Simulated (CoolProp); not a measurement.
Vapour-liquid equilibrium of dimethyl ether (1) + R236FA (2) at 0.323 MPa; x and y are mole fractions of (1).

Model: multi-fluid Helmholtz-energy mixture model, Wu 2011 and Pan 2012; pair parameters Bell 2016, in CoolProp.

| x | bubble temperature (°C) | y at the bubble point | dew temperature at overall composition x (°C) | liquid density (mol/L) |
|---|---|---|---|---|
| 0.05 | 30.1 | 0.056 | 30.1 | 9.033 |
| 0.15 | 29.4 | 0.177 | 29.6 | 9.477 |
| 0.25 | 28.3 | 0.311 | 28.9 | 9.957 |
| 0.35 | 26.6 | 0.451 | 27.9 | 10.48 |
| 0.45 | 24.3 | 0.590 | 26.7 | 11.05 |
| 0.55 | 21.3 | 0.717 | 25.0 | 11.67 |
| 0.65 | 17.7 | 0.823 | 23.0 | 12.33 |
| 0.75 | 14.0 | 0.902 | 20.3 | 13.05 |
| 0.85 | 10.3 | 0.956 | 16.6 | 13.81 |
| 0.95 | 7.0 | 0.989 | 10.8 | 14.60 |

No azeotrope shows between x = 0.05 and 0.95.

The pair parameters rest on a limited set of measurements; away from them the model extrapolates.
